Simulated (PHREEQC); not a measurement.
A solution holds 0.047 mol/kgw HNO3, 0.013 mol/kgw ZnSO4 and 0.25 mol/kgw CuCl2, at 66 °C. It is in equilibrium with CO2 at log p = -2 (atm). Otherwise closed; pH follows from the charge balance.

Equilibrium calculation in PHREEQC: ion-association model, wateq4f.dat.

Precipitation was switched off in this run.

### Question
What pH, activity of water, ionic strength does the model give?

### Answer
pH 1.52; activity of water 0.988; ionic strength 0.517 mol/kgw.

### Question
In which forms is Zn present?

### Answer
Zn+2 44 %, ZnCl+ 44 %, ZnCl2 6.2 %, ZnCl3- 3.3 %, ZnCl4-2 1.5 %, ZnSO4 1.5 % of the Zn.

Complexes and solids missing from the database can't appear. At this temperature some constants are extrapolated from 25 °C, and those without enthalpy data are left unchanged.
